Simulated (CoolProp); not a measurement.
Vapour pressure (MPa) of n-dodecane: the reference equation beside estimates from Tc = 658.1 K, pc = 1.818 MPa, ω = 0.574.

Values from CoolProp's reference Helmholtz-energy equation of state, Lemmon 2004. It is a short technical equation, of lower accuracy than the large ones.

```
T (K)  reference  Lee-Kesler  van der Waals
-----  ---------  ----------  -------------
500.9     0.1321      0.1330         0.5512
504.8     0.1441      0.1451         0.5720
508.7     0.1569      0.1581         0.5933
512.6     0.1706           …         0.6151
516.4     0.1848      0.1863         0.6368
520.3     0.2004      0.2020         0.6596
524.2     0.2169      0.2187         0.6829
528.1          …      0.2364         0.7067
532       0.2532      0.2553         0.7311
535.9     0.2730           …         0.7560
539.7     0.2934      0.2958         0.7807
543.6     0.3156      0.3181         0.8066
547.5     0.3391      0.3418         0.8330
551.4     0.3639      0.3667         0.8600
```

Question: Some entries are withheld; supply them.

Answer: 
- 512.6, Lee-Kesler: 0.1719
- 528.1, reference: 0.2345
- 535.9, Lee-Kesler: 0.2752

Absolute difference from the reference over all 14 rows, mean and median: Lee-Kesler 0.8 and 0.8 %, van der Waals 215.2 and 208.1 %.
